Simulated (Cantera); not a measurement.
Feed: 1 mol SiC, 0.042 mol O2, 3.1 mol H2, 1 mol CO2, held at 750 Torr.

Equilibrium computed with Cantera from the NASA thermochemical tables; the gas is ideal and each condensed phase is pure. Candidate condensed phases: C, C6H6, C7H8, C8H18, H2O, Si, SiC, SiO2; 123 gas species. Mutual solubility and eutectic melting of coexisting phases are not modelled. The tables hold silica as quartz up to 1696 K and as liquid above; real silica turns to tridymite and cristobalite and melts near 1996 K. Equilibrium is a limit: real reactors are often held back by kinetics, nucleation or transport.

**Question.** At 1625 K, list the 5 most abundant gas species with their mole fractions, and the condensed phases.

**Answer.** H2 0.856, CO 0.142, CH4 0.00108, SiO 0.000450, H2O 9.09e-5. Condensed: C(graphite) + SiC(s) + SiO2(β-quartz).
